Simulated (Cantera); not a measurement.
A perfectly stirred reactor is fed with 17.1 % H₂, 16.5 % O₂, 62.1 % N₂, 4.29 % H₂O, equivalence ratio 0.52, at 7500 Torr; it is adiabatic with a 750 K inlet, and is followed from long to short residence time, starting on the burning branch (τ in s: 0.091, 0.047, 0.025, 0.013, 0.0066, 0.0035, 0.0018, 0.00093, 0.00049, 0.00025, 0.00013, 6.8e-05, 3.5e-05).

Computed with Cantera and the H2/O2 subset of GRI-Mech 3.0, which has no nitrogen chemistry. The hydrogen kinetics of GRI-Mech 3.0 are dated; newer H2 mechanisms differ, most at raised pressure.

### Question
Predict: blow-out, bracketed by the residence times tried; x(H₂) at τ = 91.0 ms; x(O₂) at τ = 91.0 ms; x(H₂O) at τ = 91.0 ms; x(HO₂) at τ = 91.0 ms; x(O) at τ = 91.0 ms; x(H₂) at τ = 1.80 ms; x(O₂) at τ = 1.80 ms; x(H₂O) at τ = 1.80 ms; x(HO₂) at τ = 1.80 ms; x(O) at τ = 1.80 ms.

### Answer
```
Quantity                                                                          Result
------------------------------------------------  --------------------------------------
blow-out, bracketed by the residence times tried  burning at 35.0 µs, the shortest tried
x(H₂) at τ = 91.0 ms                                                             7.57e-5
x(O₂) at τ = 91.0 ms                                                              0.0863
x(H₂O) at τ = 91.0 ms                                                              0.234
x(HO₂) at τ = 91.0 ms                                                            3.91e-6
x(O) at τ = 91.0 ms                                                              6.07e-5
x(H₂) at τ = 1.80 ms                                                            0.000318
x(O₂) at τ = 1.80 ms                                                              0.0862
x(H₂O) at τ = 1.80 ms                                                              0.233
x(HO₂) at τ = 1.80 ms                                                            7.61e-6
x(O) at τ = 1.80 ms                                                             0.000136
```
